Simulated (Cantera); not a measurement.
A perfectly stirred reactor is fed with C2H6 : H2 = 1 : 24 (molar parts), at 100.0 Torr; it is held at 2000 K, and followed from long to short residence time.

Model: GRI-Mech 3.0 (53 species, 325 reactions), integrated in Cantera. GRI-Mech 3.0 stops at C3 and has no aromatics, soot or wall deposition, so with more carbon than oxygen in the feed, carbon stays in small species such as C2H2 where larger ones or solid carbon would form.

Question: Predict: x(C2H6) at τ = 1.90 s; x(H2) at τ = 1.90 s; x(C2H2) at τ = 1.90 s; x(CH2) at τ = 1.90 s; x(C2H) at τ = 1.90 s; x(C2H6) at τ = 28.0 ms; x(H2) at τ = 28.0 ms; x(C2H2) at τ = 28.0 ms; x(CH2) at τ = 28.0 ms; x(C2H) at τ = 28.0 ms.

Answer: 
| Property | Value |
|---|---|
| x(C2H6) at τ = 1.90 s | 1.40e-7 |
| x(H2) at τ = 1.90 s | 0.958 |
| x(C2H2) at τ = 1.90 s | 0.0361 |
| x(CH2) at τ = 1.90 s | 8.56e-7 |
| x(C2H) at τ = 1.90 s | 3.09e-6 |
| x(C2H6) at τ = 28.0 ms | 9.04e-6 |
| x(H2) at τ = 28.0 ms | 0.952 |
| x(C2H2) at τ = 28.0 ms | 0.0309 |
| x(CH2) at τ = 28.0 ms | 5.58e-6 |
| x(C2H) at τ = 28.0 ms | 2.69e-6 |
